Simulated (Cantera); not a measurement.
**FeS + H₂ + H₂O (hydrogen reduction and annealing atmospheres)**

Feed: 1 mol FeS, a varied amount of H₂, 0.16 mol H₂O, held at 2198 K and 13.3 mbar.

These are equilibrium values from Cantera (NASA tables, ideal gas, pure condensed phases), not measurements of a reactor. Candidate condensed phases: Fe, FeO, Fe(OH)₂, Fe(OH)₃, FeS, FeSO₄, FeS₂, Fe₂O₃, Fe₂(SO₄)₃, Fe₃O₄, H₂O, H₂SO₄, S; 22 gas species. Equilibrium is a limit: real reactors are often held back by kinetics, nucleation or transport.

From 7.8 mol H₂ to 2900 mol H₂ nothing is condensed. The main Fe-bearing gas is Fe throughout.

```csv
n(H₂) (mol),x H₂,x Fe,x H,x S₂,x SH,x S,x H₂O,x H₂S
7.8,0.769,0.103,0.0423,0.0315,0.0166,0.0159,0.0147,0.00570
16,0.851,0.0552,0.0445,0.0141,0.0117,0.0106,0.00821,0.00421
34,0.901,0.0273,0.0458,0.00529,0.00736,0.00652,0.00419,0.00273
72,0.927,0.0132,0.0464,0.00176,0.00430,0.00376,0.00206,0.00162
150,0.940,0.00644,0.0468,0.000532,0.00238,0.00207,0.00101,0.000906
320,0.947,0.00303,0.0469,0.000140,0.00123,0.00106,0.000479,0.000467
660,0.950,0.00148,0.0470,3.62e-5,0.000625,0.000539,0.000234,0.000238
1400,0.951,0.000697,0.0470,8.48e-6,0.000303,0.000261,0.000111,0.000116
2900,0.952,0.000337,0.0471,2.03e-6,0.000148,0.000128,5.34e-5,5.66e-5
```
x: gas mole fraction; nothing condenses.
